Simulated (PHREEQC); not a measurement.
Consider water at 60 °C with 0.15 mol/kgw HCl and 0.073 mol/kgw LiCl. Closed to the air; pH follows from the charge balance.

Computed with PHREEQC (ion-association model, wateq4f.dat).

This is a speciation only: nothing precipitates in the calculation.

Estimate the pH, activity of water.

pH 0.93; activity of water 0.992.

At this temperature some constants are extrapolated from 25 °C, and those without enthalpy data are left unchanged.
